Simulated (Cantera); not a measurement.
An isothermal, constant-pressure homogeneous reactor starts with H₂ : O₂ = 0.018 : 1 (molar parts), equivalence ratio 0.0090, at 1000 K and 28.5 Torr.

Detailed kinetics in Cantera: the H2/O2 subset of GRI-Mech 3.0, which has no nitrogen chemistry. Radical loss at walls, strong at low pressure, is not modelled.

x: mole fraction; the columns are a selection and need not sum to one.

| t (s) | x H₂ | x O₂ | x H₂O | x OH | x O | x HO₂ | x H |
|---|---|---|---|---|---|---|---|
| 0.000400 | 0.0177 | 0.982 | 3.43e-10 | 2.22e-10 | 3.89e-10 | 2.10e-10 | 1.28e-10 |
| 0.00132 | 0.0177 | 0.982 | 2.88e-8 | 1.14e-8 | 2.23e-8 | [?] | 5.91e-9 |
| 0.00435 | 0.0132 | 0.979 | 0.00358 | 0.000956 | 0.00226 | [?] | 0.000872 |
| 0.0143 | 8.55e-5 | 0.980 | 0.0175 | 0.000281 | 0.00193 | [?] | 0.000134 |
| 0.0473 | 8.01e-6 | 0.982 | 0.0178 | 8.94e-5 | 0.000258 | [?] | 5.64e-6 |
| 0.156 | 8.23e-7 | 0.982 | 0.0178 | 3.03e-5 | 2.89e-5 | [?] | 2.14e-7 |
| 0.514 | 8.05e-8 | 0.982 | 0.0178 | 1.10e-5 | 3.66e-6 | [?] | 9.85e-9 |
| 1.69 | 9.29e-9 | 0.982 | 0.0178 | 4.53e-6 | 6.17e-7 | [?] | 6.85e-10 |
| 5.58 | 1.59e-9 | 0.982 | 0.0178 | 2.10e-6 | 1.33e-7 | [?] | 6.83e-11 |
| 18.4 | 3.59e-10 | 0.982 | 0.0178 | 1.05e-6 | 3.34e-8 | [?] | 8.56e-12 |
| 60.7 | 9.34e-11 | 0.982 | 0.0178 | 5.48e-7 | 9.14e-9 | 4.22e-10 | 1.23e-12 |
| 200 | 2.70e-11 | 0.982 | 0.0178 | 2.98e-7 | 2.71e-9 | 3.71e-10 | <1e-12 |

Question: What belongs in the gaps?

Answer: 
- 0.00132, x HO₂: 1.81e-9
- 0.00435, x HO₂: 1.15e-5
- 0.0143, x HO₂: 5.29e-6
- 0.0473, x HO₂: 1.71e-6
- 0.156, x HO₂: 4.10e-7
- 0.514, x HO₂: 7.90e-8
- 1.69, x HO₂: 1.58e-8
- 5.58, x HO₂: 3.69e-9
- 18.4, x HO₂: 1.03e-9
